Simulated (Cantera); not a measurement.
A closed system holds: 1 mol BN, 6.2 mol Cl2, 26 mol H2, at 450 °C and 13.3 mbar.

Cantera equilibrium calculation (NASA polynomials, part measured and part estimated; ideal gas, pure solids and liquids). Candidate condensed phases: B, BN, NH4Cl; 21 gas species. Equilibrium is a limit: real reactors are often held back by kinetics, nucleation or transport.

Base state: H2 0.615, HCl 0.385 (mole fractions); condensed: BN(s).

Problem. What changes in the equilibrium state with this change: temperature from 450 °C to 1377 °C?

Solution. 
```csv
species,before,after
H2,0.615,0.618
HCl,0.385,0.377
BCl3,6.78e-7,0.00196
H,<1e-9,0.000618
BCl,<1e-9,0.000543
Cl,<1e-9,0.000296
BCl2,<1e-9,0.000287
"BN(s), mol",1.000,0.910
```
The tables' values for BCl, BCl2 are old estimates; treat these amounts as uncertain. Gases not in the tables: BHCl2.

Problem. What changes in the equilibrium state with this change: H2 from 26 to 0.82 mol?

Solution. 
```
species      before   after
----------  -------  ------
Cl2           <1e-9   0.553
HCl           0.385   0.234
BCl3        6.78e-7   0.142
H2            0.615   <1e-9
N2          3.26e-7  0.0712
BN(s), mol    1.000       0
```
